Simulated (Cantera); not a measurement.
A perfectly stirred reactor is fed with CH4 : H2O = 1 : 0.79 (molar parts), at 0.230 bar; it is held at 2048 K, and followed from long to short residence time.

Cantera simulation using GRI-Mech 3.0 (53 species, 325 reactions); the numbers are that mechanism's predictions, not measurements.

**Question.** What does this change do: temperature 2048 to 1800 K?

**Answer.** 
| quantity | before | after |
|---|---|---|
| x(CH4) at τ = 1.10 s | 0.00377 | 0.0214 |
| x(H2O) at τ = 1.10 s | 0.0132 | 0.0934 |
| x(H2O2) at τ = 1.10 s | <1e-12 | <1e-12 |
| x(C2H6) at τ = 1.10 s | 2.18e-7 | 3.66e-6 |
| x(H) at τ = 1.10 s | 0.00389 | 0.000592 |
| x(CH4) at τ = 19.0 ms | 0.0270 | 0.135 |
| x(H2O) at τ = 19.0 ms | 0.147 | 0.300 |
| x(H2O2) at τ = 19.0 ms | 2.11e-11 | 5.55e-12 |
| x(C2H6) at τ = 19.0 ms | 1.01e-5 | 0.000150 |
| x(H) at τ = 19.0 ms | 0.00304 | 0.000365 |

**Question.** What does this change do: pressure from 0.230 bar to 5.00 bar?

**Answer.** 
```
quantity                  before     after
----------------------  --------  --------
x(CH4) at τ = 1.10 s     0.00377   0.00698
x(H2O) at τ = 1.10 s      0.0132   0.00490
x(H2O2) at τ = 1.10 s     <1e-12    <1e-12
x(C2H6) at τ = 1.10 s    2.18e-7   9.81e-7
x(H) at τ = 1.10 s       0.00389  0.000868
x(CH4) at τ = 19.0 ms     0.0270    0.0231
x(H2O) at τ = 19.0 ms      0.147    0.0836
x(H2O2) at τ = 19.0 ms  2.11e-11  9.18e-12
x(C2H6) at τ = 19.0 ms   1.01e-5   8.97e-6
x(H) at τ = 19.0 ms      0.00304  0.000821
```
